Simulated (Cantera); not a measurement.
Charge: 1 mol Si, 0.005 mol H2O, 120 mol N2, equilibrated at 1.33 mbar.

Equilibrium computed with Cantera from the NASA thermochemical tables; the gas is ideal and each condensed phase is pure. Candidate condensed phases: H2O, Si, SiO2, Si2N2O, Si3N4; 35 gas species. N2 is the only nitrogen source here; it is nearly inert below about 1500 K, so the nitride shown seldom forms there in practice. Mutual solubility and eutectic melting of coexisting phases are not modelled. Equilibrium is a limit: real reactors are often held back by kinetics, nucleation or transport. All values below are at 1002 °C.

Base state: N2 1.000, H2 4.18e-5 (mole fractions); condensed: Si2N2O(s) + Si3N4(s).

Q: What changes in the equilibrium state with this change: Si replaced by SiC?

A: 
```tsv
species	before	after
N2	1.000	1.000
CO	0	4.16e-5
H2	4.18e-5	4.12e-5
Si2N2O(s), mol	0.00499	0
Si3N4(s), mol	0.330	0.00170
SiC(s), mol	0	0.995
```
Further candidate phases: C, C6H6, C7H8, C8H18, SiC.
